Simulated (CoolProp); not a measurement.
Model: reference Helmholtz-energy equation of state, Pan 2012, in CoolProp.

Problem. Give the vapour pressure (bar), enthalpy of vaporisation (kJ/kg), vapour viscosity (µPa s), liquid conductivity (mW/(m K)) of saturated R236FA at 299.4, 310.7, 318.2 K.

Solution. 
```
T (K)  p (bar)  enthalpy of vaporisation (kJ/kg)  vapour viscosity (µPa s)  liquid conductivity (mW/(m K))
-----  -------  --------------------------------  ------------------------  ------------------------------
299.4     2.83                               145                      10.9                            72.7
310.7     4.06                               138                      11.3                            69.5
318.2     5.06                               133                      11.6                            67.4
```

Viscosity comes from a separate model (Huber 2003), an estimate that may be off by 10 % or more. Thermal conductivity comes from a separate model (Huber 2003), an estimate that may be off by 10 % or more.
